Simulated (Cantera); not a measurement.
A freely propagating, adiabatic, planar premixed flame of 28.1 % H2, 15.1 % O2, 56.8 % N2, unburnt at 325 K and 1.01 bar; mixture-averaged transport, grid criteria slope 0.08 and curve 0.16, no radiation.

Cantera simulation using the H2/O2 subset of GRI-Mech 3.0, which has no nitrogen chemistry; the numbers are that mechanism's predictions, not measurements. Burning velocities carry a grid error of a few per cent, more on coarse grids.

Question: Predict: laminar burning velocity; thermal thickness; peak x(HO2); peak x(H2O2); peak x(OH).

Answer: 
```json
{
 "laminar_burning_velocity": "242 cm/s",
 "thermal_thickness": "0.346 mm",
 "peak x(HO2)": "0.000490",
 "peak x(H2O2)": "0.000109",
 "peak x(OH)": "0.0148"
}
```
